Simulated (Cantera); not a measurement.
Charge: 1 mol TiO2, 84 mol H2, at 1198 K and 21.0 Pa.

These are equilibrium values from Cantera (NASA tables, ideal gas, pure condensed phases), not measurements of a reactor. Candidate condensed phases: H2O, Ti, TiO, TiO2, Ti2O3, Ti3O5, Ti4O7; 12 gas species. Mutual solubility and eutectic melting of coexisting phases are not modelled. Condensed phases not in the tables: Magnéli phases beyond Ti4O7. Kinetics and transport are ignored.

Base state: H2 0.999, H2O 0.00104, H 1.31e-5 (mole fractions); condensed: TiO2(rutile) + Ti4O7(s).

**Question.** What changes in the equilibrium state with this change: TiO2 replaced by PbS?

**Answer.** 
| species | before | after |
|---|---|---|
| H2 | 0.999 | 0.982 |
| Pb | 0 | 0.00640 |
| H2S | 0 | 0.00571 |
| PbS | 0 | 0.00536 |
| H2O | 0.00104 | 0 |
| S2 | 0 | 0.000314 |
| TiO2(rutile), mol | 0.651 | 0 |
| Ti4O7(s), mol | 0.0872 | 0 |
Gases not in the tables: S3 to S7. Further candidate phases: Pb, PbS, S.
